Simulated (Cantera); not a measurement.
## Pyrogenic steam for wet oxidation

An isothermal, constant-pressure homogeneous reactor starts with 20.0 % H2, 16.7 % O2, 63.3 % N2, equivalence ratio 0.60, at 925 K and 0.550 bar.

Detailed kinetics in Cantera: GRI-Mech 3.0 (53 species, 325 reactions). Below about 950 K walls govern HO2 and H2O2 in real vessels. The temperature is held fixed by assumption; the heat of reaction is taken as removed at once.

```csv
t (s),x H2,x O2,x H2O,x N2O,x NO,x HO2
2.00e-6,0.200,0.167,<1e-12,<1e-12,<1e-12,3.03e-12
8.60e-6,0.200,0.167,1.71e-12,<1e-12,<1e-12,1.48e-11
3.69e-5,0.200,0.167,4.47e-11,<1e-12,<1e-12,9.63e-11
0.000159,0.200,0.167,1.35e-9,<1e-12,<1e-12,1.37e-9
0.000682,0.200,0.167,3.43e-7,<1e-12,<1e-12,2.84e-7
0.00293,0.0879,0.115,0.125,3.46e-9,2.75e-8,6.54e-5
0.0126,0.0877,0.115,0.125,3.47e-9,9.64e-9,2.28e-5
0.0541,0.0869,0.114,0.125,3.54e-9,1.34e-8,3.17e-5
0.233,0.0768,0.109,0.136,4.22e-9,1.91e-8,4.59e-5
1.00,0.0371,0.0911,0.181,7.72e-9,1.55e-8,3.58e-5
```
x: mole fraction; the columns are a selection and need not sum to one.

Equilibrium at this temperature and pressure: H2 8.66e-12, O2 0.0741, H2O 0.222, N2O 4.53e-10, NO 7.24e-6, HO2 1.50e-10 (gas phase only).
